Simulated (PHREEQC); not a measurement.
Consider water at 20 °C with 0.018 mol/kgw H3BO3, 0.00037 mol/kgw Na2CO3 and 0.066 mol/kgw KCl. Closed to the air; pH follows from the charge balance.

Computed with PHREEQC (ion-association model, wateq4f.dat).

No solid was allowed to form.

### Question
Order these C species by the share of C that they hold, largest first: CO3-2, HCO3-, CO2.

### Answer
HCO3- (94 %), CO2 (5.6 %), CO3-2 (0.24 %)

The pH is 7.51 and the ionic strength 0.0667 mol/kgw.
